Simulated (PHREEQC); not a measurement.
Dissolve 0.036 mmol/kgw H2SO4 and 7.4 mmol/kgw NaCl at 25 °C. Closed to the air; pH follows from the charge balance.

Computed with PHREEQC (ion-association model, phreeqc.dat).

```
Quantity                       Result
--------------------  ---------------
pH                               4.18
ionic strength        0.00751 mol/kgw
specific conductance        905 µS/cm
total alkalinity       -0.0720 meq/kg
```

```
species  molality  activity   log γ
-------  --------  --------  ------
Cl-       0.00740   0.00675  -0.040
Na+       0.00740   0.00676  -0.039
H+        7.18e-5   6.62e-5  -0.035
SO4-2     3.49e-5   2.44e-5  -0.155
NaSO4-    9.05e-7   8.28e-7  -0.038
HSO4-     1.72e-7   1.57e-7  -0.040
```

No solid was allowed to form. Complexes and solids missing from the database can't appear.
